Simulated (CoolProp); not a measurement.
Properties of dimethyl carbonate along the isobar 7.1 MPa (Tc = 283.9 °C, pc = 4.909 MPa, ω = 0.346).

Model: reference Helmholtz-energy equation of state, Zhou 2011, in CoolProp.

```csv
T (°C),phase,Z,cv (kJ/(kg K)),Joule-Thomson coefficient (K/MPa),isothermal compressibility (1/MPa),expansivity (1/kK)
11.75,liquid,0.2485,1.336,-0.3382,0.0007601,1.174
23.95,liquid,0.2417,1.347,-0.3300,0.0008322,1.196
36.25,liquid,0.2356,1.361,-0.3202,0.0009139,1.222
48.45,liquid,0.2301,1.377,-0.3092,0.001005,1.251
60.75,liquid,0.2251,1.396,-0.2968,0.001109,1.284
72.95,liquid,0.2206,1.416,-0.2830,0.001225,1.320
85.25,liquid,0.2166,1.437,-0.2676,0.001359,1.361
97.45,liquid,0.2131,1.460,-0.2507,0.001509,1.407
109.75,liquid,0.2099,1.483,-0.2318,0.001684,1.459
121.95,liquid,0.2071,1.507,-0.2109,0.001884,1.517
134.25,liquid,0.2047,1.530,-0.1874,0.002118,1.584
```
